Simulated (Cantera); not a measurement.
Cantera run:

```python
import numpy as np
import cantera as ct

gas_names = """
    B BH BH2 BH3 BN B2 H H2 N NH NH2 NH3 N2 N2H2 N2H4
""".split()
cond_names = """
    B(b) B(L) BN(s)
""".split()


def load(file, names, dense=False):
    # The tables refer to 1 bar. Condensed volumes are neglected.
    table = {s.name: s for s in ct.Species.list_from_file(file)}
    out = []
    for n in names:
        d = dict(table[n].input_data)
        d["thermo"] = dict(d["thermo"], **{"reference-pressure": 1e5})
        if dense:
            d["equation-of-state"] = {"model": "constant-volume", "density": "1e6 g/cm^3"}
        out.append(ct.Species.from_dict(d))
    return out


gas = ct.Solution(thermo="ideal-gas", species=load("nasa_gas.yaml", gas_names))
cond = {s.name: ct.Solution(thermo="fixed-stoichiometry", species=[s], name=s.name)
        for s in load("nasa_condensed.yaml", cond_names, dense=True)}
atoms = {
    'borazine': {'B': 3, 'N': 3, 'H': 6},
    'H2': {'H': 2},
}
top_T = {'BN(s)': 3200}  # K; cautious upper limits of use, not melting points


def equilibrate(T, P, feed):
    n = {}
    for name, mol in feed.items():
        for a, k in atoms[name].items():
            n[a] = n.get(a, 0.0) + k * mol
    gas.TPX = T, P, n
    mass = sum(n.values()) * gas.mean_molecular_weight
    gas.equilibrate("TP")
    valid = [c for c in cond.values() if c.min_temp <= T <= top_T.get(c.name, c.max_temp)]
    mix = ct.Mixture([(gas, mass / gas.mean_molecular_weight)] + [(c, 0.0) for c in valid])
    mix.T, mix.P = T, P
    mix.equilibrate("TP", solver="vcs", rtol=1e-11, max_steps=5000)
    return mix


results = []
feed = {'borazine': 1, 'H2': 2.2}  # mol
P = 44  # Pa
for T in [1323, 1423, 1523, 1623, 1723, 1823, 1923, 2023]:
    mix = equilibrate(T, P, feed)
    results.append((T, P, feed, dict(zip(mix.species_names, mix.species_moles))))

top = {s: max(r[3][s] / sum(r[3][g] for g in gas_names) for r in results) for s in gas_names}
cols = sorted((s for s in top if top[s] > 0.001), key=lambda s: -top[s])[:5]
seen = [c for c in cond_names if any(r[3].get(c, 0) > 1e-12 for r in results)]
print("log10 of partial pressures in bar; condensed amounts in mol")
print(f"{'T/K':>10s}" + "".join(f"{s[:9]:>10s}" for s in cols + seen))
for T, P, feed, n in results:
    ng = sum(n[g] for g in gas_names)
    print(f"{T:10.4g}" + "".join(f"{np.log10(max(n[s] / ng * P / 1e5, 1e-99)):10.3f}" for s in cols)
          + "".join(f"{n.get(c, 0):10.4g}" for c in seen))
```

Result:

```
log10 of partial pressures in bar; condensed amounts in mol
       T/K        H2        N2         H      B(b)     BN(s)
      1323    -3.357    -9.897    -7.478         0         3
      1423    -3.357    -9.081    -6.856         0         3
      1523    -3.357    -8.001    -6.315 0.0001701         3
      1623    -3.358    -6.947    -5.839  0.002507     2.997
      1723    -3.361    -6.017    -5.420   0.02251     2.977
      1823    -3.372    -5.189    -5.049     0.156     2.843
      1923    -3.414    -4.449    -4.733    0.9351     2.063
      2023    -3.507    -4.024    -4.475     2.994         0
```

These are equilibrium values from Cantera (NASA tables, ideal gas, pure condensed phases), not measurements of a reactor. The feed counts by its element totals alone. Mutual solubility and eutectic melting of coexisting phases are not modelled. The tables' values for BH2 are old estimates; treat these amounts as uncertain.
